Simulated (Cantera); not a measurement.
A closed system holds: 1 mol borazine, 110 mol H₂, 0.17 mol O₂, at 2100 °C and 0.0100 bar.

These are equilibrium values from Cantera (NASA tables, ideal gas, pure condensed phases), not measurements of a reactor. Candidate condensed phases: B, BN, B₂O₃, B₃O₃H₃, H₂O; 39 gas species. The feed counts by its element totals alone. The tables' values for BH₂ are old estimates; treat these amounts as uncertain. Kinetics and transport are ignored.

Base state: H₂ 0.851, H 0.129, N₂ 0.0122, B 0.00240, BH₂ 0.00234, BO 0.00167, HBO 0.00104, BH 0.000160 (mole fractions); condensed: B(l).

Q: What changes in the equilibrium state with this change: temperature from 2100 °C to 1527 °C?

A: 
```csv
species,before,after
H₂,0.851,0.992
H,0.129,0.00357
HBO,0.00104,0.00275
N₂,0.0122,0.00153
B,0.00240,1.73e-7
BN,1.27e-5,1.33e-9
BH,0.000160,8.92e-8
"B(l), mol",2.05,0
"BN(s), mol",0,2.65
```
